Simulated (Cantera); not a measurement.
## Stirred combustor or abatement burner

A perfectly stirred reactor is fed with CH4 : CO : O2 : N2 = 1 : 0.48 : 1.87 : 7.02 (molar parts), equivalence ratio 1.2, at 10.0 bar; it is adiabatic with a 348 K inlet, and is followed from long to short residence time, starting on the burning branch (τ in s: 0.046, 0.024, 0.013, 0.0065, 0.0034, 0.0018, 0.00092, 0.00048, 0.00025, 0.00013, 6.7e-05, 3.5e-05, 1.8e-05).

Computed with Cantera and GRI-Mech 3.0 (53 species, 325 reactions).

```csv
τ (s),T (K),x CH4,x CO,x O2,x HCN,x H2,x C2H2,x H
0.046,2223,2.02e-5,0.0520,8.10e-5,1.64e-6,0.0187,1.42e-7,0.000373
0.024,2222,3.05e-5,0.0521,0.000127,2.73e-6,0.0187,3.19e-7,0.000424
0.013,2220,4.29e-5,0.0521,0.000194,4.20e-6,0.0187,6.13e-7,0.000490
0.0065,2217,6.06e-5,0.0523,0.000314,6.49e-6,0.0187,1.15e-6,0.000594
0.0034,2212,8.14e-5,0.0525,0.000490,9.30e-6,0.0188,1.90e-6,0.000724
0.0018,2206,0.000108,0.0528,0.000753,1.27e-5,0.0188,2.92e-6,0.000891
0.00092,2197,0.000147,0.0533,0.00118,1.71e-5,0.0189,4.48e-6,0.00111
0.00048,2185,0.000206,0.0541,0.00183,2.20e-5,0.0190,6.82e-6,0.00137
0.00025,2168,0.000303,0.0552,0.00285,2.75e-5,0.0192,1.08e-5,0.00166
0.00013,2143,0.000483,0.0572,0.00455,3.30e-5,0.0194,1.91e-5,0.00193
6.7e-5,2101,0.000922,0.0609,0.00795,3.68e-5,0.0196,4.33e-5,0.00199
3.5e-5,348,0.0964,0.0463,0.180,<1e-12,<1e-12,<1e-12,<1e-12
1.8e-5,348,0.0964,0.0463,0.180,<1e-12,<1e-12,<1e-12,<1e-12
```
x: mole fraction; the columns are a selection and need not sum to one.
